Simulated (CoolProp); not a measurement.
Vapour-liquid equilibrium of CH2F2 (R32) (1) + R143a (2) at 225.5 K; x and y are mole fractions of (1).

The numbers come from the multi-fluid Helmholtz-energy mixture model, Tillner-Roth 1997 and Lemmon and Jacobsen 2000; pair parameters Bell 2016 in CoolProp.

| x | bubble pressure (MPa) | y at the bubble point | dew pressure at overall composition x (MPa) | liquid density (mol/L) |
|---|---|---|---|---|
| 0.05 | 0.1033 | 0.083 | 0.1017 | 14.18 |
| 0.15 | 0.1101 | 0.223 | 0.1065 | 14.80 |
| 0.25 | 0.1156 | 0.337 | (withheld) | 15.47 |
| 0.35 | 0.1199 | 0.433 | 0.1162 | 16.20 |
| 0.45 | 0.1233 | 0.518 | 0.1207 | 17.00 |
| 0.55 | (withheld) | 0.596 | 0.1243 | 17.88 |
| 0.65 | 0.1272 | 0.672 | 0.1268 | 18.84 |
| 0.75 | 0.1277 | 0.751 | 0.1277 | 19.90 |
| 0.85 | 0.1272 | (withheld) | 0.1271 | 21.08 |
| 0.95 | 0.1254 | 0.940 | 0.1251 | 22.39 |

Task: Fill in the missing entries.

Result: 
- 0.25, dew pressure at overall composition x (MPa): 0.1114
- 0.55, bubble pressure (MPa): 0.1257
- 0.85, y at the bubble point: 0.838

y crosses x between x = 0.75 and 0.85: the model has an azeotrope there.

The pair parameters rest on a limited set of measurements; away from them the model extrapolates.
